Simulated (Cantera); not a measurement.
Cantera run:

```python
import numpy as np
import cantera as ct

gas_names = """
    CL CL2 H HCL H2 Si SiCL SiCL2 SiCL3 SiCL4 SiH SiHCL3 SiH2 SiH2CL2 SiH3 SiH3CL SiH4 Si2 Si3
""".split()
cond_names = """
    Si(cr) Si(L)
""".split()


def load(file, names, dense=False):
    # The tables refer to 1 bar. Condensed volumes are neglected.
    table = {s.name: s for s in ct.Species.list_from_file(file)}
    out = []
    for n in names:
        d = dict(table[n].input_data)
        d["thermo"] = dict(d["thermo"], **{"reference-pressure": 1e5})
        if dense:
            d["equation-of-state"] = {"model": "constant-volume", "density": "1e6 g/cm^3"}
        out.append(ct.Species.from_dict(d))
    return out


gas = ct.Solution(thermo="ideal-gas", species=load("nasa_gas.yaml", gas_names))
cond = {s.name: ct.Solution(thermo="fixed-stoichiometry", species=[s], name=s.name)
        for s in load("nasa_condensed.yaml", cond_names, dense=True)}
atoms = {
    'SiCl4': {'Si': 1, 'CL': 4},
    'Cl2': {'CL': 2},
    'H2': {'H': 2},
}
top_T = {}  # K; cautious upper limits of use, not melting points


def equilibrate(T, P, feed):
    n = {}
    for name, mol in feed.items():
        for a, k in atoms[name].items():
            n[a] = n.get(a, 0.0) + k * mol
    gas.TPX = T, P, n
    mass = sum(n.values()) * gas.mean_molecular_weight
    gas.equilibrate("TP")
    valid = [c for c in cond.values() if c.min_temp <= T <= top_T.get(c.name, c.max_temp)]
    mix = ct.Mixture([(gas, mass / gas.mean_molecular_weight)] + [(c, 0.0) for c in valid])
    mix.T, mix.P = T, P
    mix.equilibrate("TP", solver="vcs", rtol=1e-11, max_steps=5000)
    return mix


results = []
feed = {'SiCl4': 1, 'Cl2': 0.71, 'H2': 11}  # mol
T = 1150  # K
for P in [10000, 20000, 42000, 85000, 170000, 350000, 720000, 1500000, 3000000]:
    mix = equilibrate(T, P, feed)
    results.append((T, P, feed, dict(zip(mix.species_names, mix.species_moles))))

top = {s: max(r[3][s] / sum(r[3][g] for g in gas_names) for r in results) for s in gas_names}
cols = sorted((s for s in top if top[s] > 0.001), key=lambda s: -top[s])[:6]
seen = [c for c in cond_names if any(r[3].get(c, 0) > 1e-12 for r in results)]
print("log10 of partial pressures in bar; condensed amounts in mol")
print(f"{'P/Pa':>10s}" + "".join(f"{s[:9]:>10s}" for s in cols + seen))
for T, P, feed, n in results:
    ng = sum(n[g] for g in gas_names)
    print(f"{P:10.4g}" + "".join(f"{np.log10(max(n[s] / ng * P / 1e5, 1e-99)):10.3f}" for s in cols)
          + "".join(f"{n.get(c, 0):10.4g}" for c in seen))
```

Output:

```
log10 of partial pressures in bar; condensed amounts in mol
      P/Pa        H2       HCL     SiCL4    SiHCL3     SiCL3     SiCL2
     1e+04    -1.099    -1.901    -2.182    -3.072    -3.555    -3.890
     2e+04    -0.797    -1.606    -1.873    -2.757    -3.391    -3.871
   4.2e+04    -0.474    -1.287    -1.546    -2.426    -3.221    -3.858
   8.5e+04    -0.168    -0.983    -1.237    -2.114    -3.063    -3.850
   1.7e+05     0.133    -0.683    -0.933    -1.809    -2.909    -3.845
   3.5e+05     0.447    -0.370    -0.618    -1.493    -2.750    -3.842
   7.2e+05     0.760    -0.058    -0.304    -1.179    -2.592    -3.840
   1.5e+06     1.079     0.261     0.015    -0.859    -2.431    -3.839
     3e+06     1.380     0.562     0.317    -0.557    -2.280    -3.838
```

Method: chemical equilibrium by Gibbs-energy minimisation in Cantera with the NASA 1993 tables (ideal gas, pure condensed phases). The tables' values for SiCl3 are old estimates; treat these amounts as uncertain.
